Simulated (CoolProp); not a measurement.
Vapour-liquid equilibrium of propylene (1) + propane (2) at 175.6 K; x and y are mole fractions of (1).

The numbers come from the multi-fluid Helmholtz-energy mixture model, Lemmon 2013 and Lemmon 2009; pair parameters Bell 2016 in CoolProp.

Question: Give the bubble pressure and the first vapour's composition at x = 0.35, 0.575, 0.95. Is there an azeotrope?

Answer: x = 0.35: 4.210 kPa, y = 0.439; x = 0.575: 4.514 kPa, y = 0.645; x = 0.95: 4.871 kPa, y = 0.957. No azeotrope shows between x = 0.05 and 0.95.

Pair parameters are fitted to limited data, so mixtures are less certain than the pure fluids.
